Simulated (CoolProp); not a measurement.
Computed with CoolProp (reference Helmholtz-energy equation of state, Akasaka 2019).

Give the vapour pressure (kPa), liquid density (kg/m³), enthalpy of vaporisation (kJ/kg), liquid cp (kJ/(kg K)) of saturated R1234ze(Z) at 313.2, 366.1 K.


```csv
T (K),p (kPa),liquid density (kg/m³),enthalpy of vaporisation (kJ/kg),liquid cp (kJ/(kg K))
313.2,290,1180,197,1.32
366.1,1160,1010,152,1.56
```
